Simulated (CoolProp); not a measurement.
Aqueous calcium chloride as a coolant, at 34 °C, 1 atm.

Values from CoolProp's Melinder's fits for secondary coolants.

```tsv
mass %	freezing point (°C)	Prandtl number	cp (kJ/(kg K))	conductivity (W/(m K))	viscosity (mPa s)
1.4	-0.6	5.09	4.099	0.620	0.771
3.5	-1.6	5.27	3.987	0.618	0.816
5.7	-2.8	5.42	3.869	0.615	0.862
7.9	-4.2	5.59	3.751	0.612	0.911
10	-5.8	5.77	3.638	0.609	0.965
12.2	-7.9	6.00	3.520	0.606	1.03
14.4	-10.3	6.31	3.406	0.603	1.12
16.5	-13.0	6.69	3.301	0.600	1.22
18.7	-16.1	7.21	3.198	0.597	1.35
20.9	-19.9	7.86	3.105	0.594	1.50
23	-24.1	8.63	3.025	0.591	1.69
25.2	-29.6	9.64	2.951	0.587	1.92
```
